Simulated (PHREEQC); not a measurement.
Consider water at 20 °C with 0.061 mol/kgw KOH and 0.019 mol/kgw Na2SiO3. Closed to the air; pH follows from the charge balance.

Equilibrium calculation in PHREEQC: ion-association model, phreeqc.dat.

```
quantity                  before   after
------------------------  ------  ------
pH                         12.90   12.84
ionic strength (mol/kgw)   0.107  0.0800
```

Q: What was changed between the two runs?
A. 0.12 mol/kgw Na2CO3 added
B. Na2SiO3 left out
C. Na2SiO3 replaced by Na2HPO4 at the same molality
D. KOH from 0.061 to 0.0305 mol/kgw
E. Na2SiO3 replaced by NaAlO2 at the same molality

A: E, Na2SiO3 replaced by NaAlO2 at the same molality

No solid was allowed to form. Some of these states are supersaturated (in Gibbsite (slow to form), for instance).
